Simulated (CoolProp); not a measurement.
Vapour-liquid equilibrium of R113 (1) + acetone (2) at 277.2 K; x and y are mole fractions of (1).

Computed with CoolProp (multi-fluid Helmholtz-energy mixture model, Marx 1992 and Lemmon 2006; pair parameters Bell 2016).

```tsv
x	bubble pressure (MPa)	y at the bubble point	dew pressure at overall composition x (MPa)	liquid density (mol/L)
0.05	0.01348	0.187	0.01196	13.50
0.125	0.01574	0.348	0.01275	12.94
0.2	0.01732	0.443	0.01364	12.41
0.275	0.01843	0.507	0.01465	11.92
0.35	0.01920	0.552	0.01577	11.46
0.425	0.01974	0.588	0.01701	11.04
0.5	0.02010	0.619	0.01831	10.64
0.575	0.02035	0.648	0.01955	10.27
0.65	0.02049	0.678	0.02036	9.929
0.725	0.02051	0.713	0.02049	9.608
0.8	0.02037	0.757	0.02011	9.309
0.875	0.01998	0.817	0.01948	9.030
0.95	0.01916	0.908	0.01875	8.769
```

y crosses x between x = 0.65 and 0.725: the model has an azeotrope there.

Pair parameters are fitted to limited data, so mixtures are less certain than the pure fluids.
